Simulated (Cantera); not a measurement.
An adiabatic, constant-pressure homogeneous reactor starts with 37.1 % H₂, 13.2 % O₂, 49.7 % N₂, equivalence ratio 1.4, at 1250 K and 278 Torr.

Cantera simulation using the H2/O2 subset of GRI-Mech 3.0, which has no nitrogen chemistry; the numbers are that mechanism's predictions, not measurements.

Task: Predict: time of steepest temperature rise; temperature at 0.600 s; equilibrium temperature; x(H₂) at 0.600 s; x(O₂) at 0.600 s; x(H₂O₂) at 0.600 s; x(H) at 0.600 s; x(OH) at 0.600 s; x(O) at 0.600 s; x(H₂O) at 0.600 s.

Result: 
```
Quantity                                                             Value
---------------------------------  ---------------------------------------
time of steepest temperature rise                                  96.0 µs
temperature at 0.600 s                                              2711 K
equilibrium temperature                                             2711 K
x(H₂) at 0.600 s                       0.121 (gas-phase equilibrium 0.121)
x(O₂) at 0.600 s                   0.00310 (gas-phase equilibrium 0.00310)
x(H₂O₂) at 0.600 s                 9.64e-8 (gas-phase equilibrium 9.64e-8)
x(H) at 0.600 s                      0.0340 (gas-phase equilibrium 0.0340)
x(OH) at 0.600 s                     0.0194 (gas-phase equilibrium 0.0194)
x(O) at 0.600 s                    0.00348 (gas-phase equilibrium 0.00348)
x(H₂O) at 0.600 s                      0.266 (gas-phase equilibrium 0.266)
```
